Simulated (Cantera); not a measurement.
An isothermal plug-flow reactor at 700 K and 760 Torr (inlet), inlet velocity 0.58 m/s, active area per volume 170 1/m; feed CO : O₂ : N₂ : H₂O = 0.01 : 0.03 : 0.79 : 0.0099 (molar parts), equivalence ratio 0.17.

Model: Deutschmann's 1995 Pt surface mechanism with GRI-Mech 3.0 gas chemistry, integrated in Cantera. Catalytic surfaces can have several steady states; this one follows from the mechanism file's or the stated starting coverage. Mass transfer to the wall is taken as infinitely fast.

Problem. What does this change do: O2 0.03 to 0.02 parts?

Solution. 
| quantity | before | after |
|---|---|---|
| x(CO) at z = 0.077 m | 0.000304 | 0.000133 |
| x(O₂) at z = 0.077 m | 0.0301 | 0.0182 |
| x(H₂O) at z = 0.077 m | 0.0119 | 0.0120 |
| x(CO₂) at z = 0.077 m | 0.0117 | 0.0120 |
| θ(free Pt) at the exit | 0.0145 | 0.0177 |
| θ(O*) at the exit | 0.983 | 0.979 |
| θ(OH*) at the exit | 0.00256 | 0.00284 |

Problem. What does this change do: O2 0.03 to 0.085 parts?

Solution. 
| quantity | before | after |
|---|---|---|
| x(CO) at z = 0.077 m | 0.000304 | 0.00188 |
| x(O₂) at z = 0.077 m | 0.0301 | 0.0908 |
| x(H₂O) at z = 0.077 m | 0.0119 | 0.0111 |
| x(CO₂) at z = 0.077 m | 0.0117 | 0.00935 |
| θ(free Pt) at the exit | 0.0145 | 0.00976 |
| θ(O*) at the exit | 0.983 | 0.988 |
| θ(OH*) at the exit | 0.00256 | 0.00204 |
